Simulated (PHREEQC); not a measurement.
1 kg of water holding 51 mmol/kgw MgCl2 meets 20 L of dry gas (N2 1 by moles) at fixed total pressure, at 25 °C; fugacities by Peng-Robinson. The gases take part in no redox reaction, some water evaporates into the gas, and hydrates or a liquid gas phase aren't modelled. Precipitation was switched off in this run.

Computed with PHREEQC (ion-association model, phreeqc.dat).

**Question.** Predict dissolved N2 (mol/kgw) at P (atm) = 2, 20, 40, 75.

**Answer.** 
```csv
P (atm),dissolved N2 (mol/kgw)
2,0.00127
20,0.0125
40,0.0242
75,0.0431
```

Complexes and solids missing from the database can't appear.
